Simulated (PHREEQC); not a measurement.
Consider water at 40 °C with 0.13 mol/kgw Mn(NO3)2, 0.00074 mol/kgw Na2CO3 and 0.00026 mol/kgw Cd(NO3)2. Closed to the air; pH follows from the charge balance.

Model: ion-association model, wateq4f.dat, run in PHREEQC.

The ionic strength comes out as 0.381 mol/kgw. What activity coefficients do HCO3-, CdNO3+, MnHCO3+, Cd+2, NO3- get?

HCO3- 0.70, CdNO3+ 0.72, MnHCO3+ 0.69, Cd+2 0.27, NO3- 0.63.

No solid was allowed to form. Examples of supersaturated solids here: Rhodochrosite, Otavite. Others may be too. Away from 25 °C the constants follow the database's enthalpies or fits; those with neither stay at their 25 °C values.
